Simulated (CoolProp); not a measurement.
A simple Rankine cycle with water: condensing at 307.15 K, boiler at 8.47 MPa, turbine inlet 722.1 K, turbine efficiency 0.9, pump efficiency 0.6, no recuperator. Each further row changes one setting.

The numbers come from the reference Helmholtz-energy equation of state, Wagner 2002 in CoolProp.

| case | thermal efficiency (%) | net work (kJ/kg) | heat in (kJ/kg) | turbine exit temperature (K) | volume ratio over the turbine |
|---|---|---|---|---|---|
| as stated | 36.3 | 1130 | 3110 | 307.1 | 607 |
| turbine inlet 742.1 K | 36.6 | ___ | 3160 | 307.1 | 591 |
| condensing temperature 299.15 K | 37.3 | 1170 | 3140 | 299.2 | 924 |
| boiler pressure 5.93 MPa | 35.2 | ___ | ___ | 307.1 | 424 |
| turbine efficiency 0.8 | 32.2 | 1000 | 3110 | 307.1 | ___ |

### Question
Complete the blanks.

### Answer

- turbine inlet 742.1 K, net work (kJ/kg): 1160
- boiler pressure 5.93 MPa, net work (kJ/kg): 1110
- boiler pressure 5.93 MPa, heat in (kJ/kg): 3150
- turbine efficiency 0.8, volume ratio over the turbine: 646

The expansion ends wet for: as stated; turbine inlet 742.1 K; condensing temperature 299.15 K; boiler pressure 5.93 MPa; turbine efficiency 0.8.
